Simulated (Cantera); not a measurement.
# Catalytic combustion on Pt

An isothermal plug-flow reactor at 750 K and 0.250 bar (inlet), inlet velocity 1 m/s, active area per volume 7100 1/m; feed CO : O₂ : N₂ = 0.002 : 0.12 : 0.79 (molar parts).

Computed with Cantera and Deutschmann's 1995 Pt surface mechanism with GRI-Mech 3.0 gas chemistry. Catalytic surfaces can have several steady states; this one follows from the mechanism file's or the stated starting coverage. Mass transfer to the wall is taken as infinitely fast.

```tsv
z (m)	x CO	x O₂	x H₂O	x CO₂	θ free Pt	θ O*
0.00037	0.000921	0.131	<1e-12	0.00127	0.0314	0.969
0.0008	0.000373	0.131	<1e-12	0.00182	0.0304	0.970
0.0017	6.15e-5	0.131	<1e-12	0.00213	0.0298	0.970
0.0037	1.21e-6	0.131	<1e-12	0.00219	0.0297	0.970
0.008	2.61e-10	0.131	<1e-12	0.00220	0.0297	0.970
0.017	<1e-12	0.131	<1e-12	0.00220	0.0297	0.970
0.037	<1e-12	0.131	<1e-12	0.00220	0.0297	0.970
```
x: gas mole fraction; θ: surface coverage.
